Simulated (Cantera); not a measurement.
An isothermal, constant-pressure homogeneous reactor starts with NH3 : N2 = 1 : 21 (molar parts), at 1475 K and 0.360 bar.

Model: the gas-phase N/H chemistry of the illustrative SiF4/NH3 mechanism in the Surface Chemkin manual (1991), integrated in Cantera. Walls and surfaces, which speed up NH3 decomposition in real reactors, are not modelled.

x: mole fraction; the columns are a selection and need not sum to one.

```csv
t (s),x NH3,x N2H4,x N2H2,x H,x NH
1.00e-6,0.0455,<1e-12,<1e-12,6.70e-11,<1e-12
5.68e-6,0.0455,<1e-12,<1e-12,3.06e-10,<1e-12
3.23e-5,0.0455,<1e-12,<1e-12,6.83e-10,<1e-12
0.000184,0.0455,<1e-12,<1e-12,7.12e-10,<1e-12
0.00104,0.0455,1.18e-12,2.48e-12,7.12e-10,5.90e-12
0.00593,0.0455,4.06e-11,9.69e-11,7.38e-10,3.88e-10
0.0337,0.0454,1.30e-9,3.58e-9,1.77e-9,9.35e-9
0.192,0.0453,1.20e-8,3.59e-8,2.97e-8,4.64e-8
1.09,0.0446,1.00e-8,3.47e-8,1.79e-7,6.99e-8
6.19,0.0409,6.04e-9,2.50e-8,7.52e-7,8.68e-8
35.2,0.0296,2.38e-9,1.02e-8,2.27e-6,6.08e-8
200,___,3.88e-10,___,___,___
```

Question: Complete the blanks.

Answer: 
- 200, x NH3: 0.0131
- 200, x N2H2: 1.61e-9
- 200, x H: 4.20e-6
- 200, x NH: 2.37e-8
